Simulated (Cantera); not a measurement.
A Cantera script and what it prints.

```python
import numpy as np
import cantera as ct

gas_names = """
    F F2 H HF H2 H2F2 H3F3 H4F4 H5F5 H6F6 H7F7 N NF NF2 NF3 NH NH2 NH3 N2 N2H2 N2H4 Si SiF SiF2 SiF3
    SiF4 SiH SiHF3 SiH2 SiH2F2 SiH3 SiH3F SiH4 SiN Si2 Si2N Si3
""".split()
cond_names = """
    Si(cr) Si(L) Si3N4(a)
""".split()


def load(file, names, dense=False):
    # The tables refer to 1 bar. Condensed volumes are neglected.
    table = {s.name: s for s in ct.Species.list_from_file(file)}
    out = []
    for n in names:
        d = dict(table[n].input_data)
        d["thermo"] = dict(d["thermo"], **{"reference-pressure": 1e5})
        if dense:
            d["equation-of-state"] = {"model": "constant-volume", "density": "1e6 g/cm^3"}
        out.append(ct.Species.from_dict(d))
    return out


gas = ct.Solution(thermo="ideal-gas", species=load("nasa_gas.yaml", gas_names))
cond = {s.name: ct.Solution(thermo="fixed-stoichiometry", species=[s], name=s.name)
        for s in load("nasa_condensed.yaml", cond_names, dense=True)}
atoms = {
    'Si3N4': {'Si': 3, 'N': 4},
    'HF': {'H': 1, 'F': 1},
}
top_T = {'Si3N4(a)': 2400}  # K; cautious upper limits of use, not melting points


def equilibrate(T, P, feed):
    n = {}
    for name, mol in feed.items():
        for a, k in atoms[name].items():
            n[a] = n.get(a, 0.0) + k * mol
    gas.TPX = T, P, n
    mass = sum(n.values()) * gas.mean_molecular_weight
    gas.equilibrate("TP")
    valid = [c for c in cond.values() if c.min_temp <= T <= top_T.get(c.name, c.max_temp)]
    mix = ct.Mixture([(gas, mass / gas.mean_molecular_weight)] + [(c, 0.0) for c in valid])
    mix.T, mix.P = T, P
    mix.equilibrate("TP", solver="vcs", rtol=1e-11, max_steps=5000)
    return mix


results = []
feed = {'Si3N4': 1, 'HF': 20}  # mol
T = 823.15  # K
P = 26000  # Pa
mix = equilibrate(T, P, feed)
results.append((T, P, feed, dict(zip(mix.species_names, mix.species_moles))))
print(gas.report(threshold=1e-05))
for i in range(1, mix.n_phases):
    print(f"{mix.phase(i).name:16s} {mix.phase_moles(i):12.5e} mol")
```

Output:

```
       temperature   823.15 K
          pressure   26000 Pa
           density   0.10806 kg/m^3
  mean mol. weight   28.444 kg/kmol
   phase of matter   gas

                          1 kg             1 kmol
                     ---------------   ---------------
          enthalpy       -1.2279e+07       -3.4927e+08  J
   internal energy        -1.252e+07       -3.5611e+08  J
           entropy            8443.6        2.4017e+05  J/K
    Gibbs function        -1.923e+07       -5.4696e+08  J
 heat capacity c_p            1439.2             40937  J/K
 heat capacity c_v            1146.9             32623  J/K

                      mass frac. Y      mole frac. X     chem. pot. / RT
                     ---------------   ---------------   ---------------
                HF           0.29616           0.42106           -64.262
                H2          0.022379           0.31575           -19.544
               NH3        2.1342e-05        3.5643e-05           -43.308
                N2           0.10366           0.10525           -27.984
              SiF4           0.57777            0.1579           -277.02
     [  +32 minor]        5.4737e-06        3.8825e-06

Si(cr)            0.00000e+00 mol
Si3N4(a)          0.00000e+00 mol
```

These are equilibrium values from Cantera (NASA tables, ideal gas, pure condensed phases), not measurements of a reactor.
